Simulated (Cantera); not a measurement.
Equilibrium for halide evaporation, hydrolysis and transport: CsCl + H2 + NH3

Feed: 1 mol CsCl, 4.2 mol H2, 0.015 mol NH3, equilibrated at 10.0 Pa.

Equilibrium computed with Cantera from the NASA thermochemical tables; the gas is ideal and each condensed phase is pure. Candidate condensed phases: Cs, CsCl, NH4Cl; 16 gas species. The numbers say what is thermodynamically allowed, not how fast it happens.

From 1050 K to 2150 K nothing is condensed. The main Cs-bearing gas is CsCl throughout.

| T (K) | x H2 | x H | x CsCl | x Cs | x HCl | x Cl | x N2 |
|---|---|---|---|---|---|---|---|
| 1050 | 0.808 | 7.29e-7 | 0.189 | 0.000121 | 0.000121 | 9.94e-11 | 0.00144 |
| 1150 | 0.807 | 6.70e-6 | 0.190 | 0.000368 | 0.000368 | 2.69e-9 | 0.00143 |
| 1250 | 0.807 | 4.34e-5 | 0.190 | 0.000934 | 0.000934 | 4.30e-8 | 0.00143 |
| 1350 | 0.805 | 0.000214 | 0.189 | 0.00206 | 0.00206 | 4.56e-7 | 0.00143 |
| 1450 | 0.803 | 0.000847 | 0.187 | 0.00406 | 0.00406 | 3.49e-6 | 0.00143 |
| 1550 | 0.798 | 0.00281 | 0.183 | 0.00730 | 0.00728 | 2.05e-5 | 0.00143 |
| 1650 | 0.789 | 0.00807 | 0.177 | 0.0121 | 0.0120 | 9.64e-5 | 0.00142 |
| 1750 | 0.772 | 0.0204 | 0.169 | 0.0188 | 0.0184 | 0.000377 | 0.00141 |
| 1850 | 0.741 | 0.0464 | 0.157 | 0.0275 | 0.0263 | 0.00125 | 0.00138 |
| 1950 | 0.687 | 0.0950 | 0.140 | 0.0380 | 0.0345 | 0.00357 | 0.00134 |
| 2050 | 0.604 | 0.176 | 0.119 | 0.0498 | 0.0410 | 0.00885 | 0.00127 |
| 2150 | 0.487 | 0.294 | 0.0935 | 0.0618 | 0.0429 | 0.0189 | 0.00117 |
x: gas mole fraction; nothing condenses.
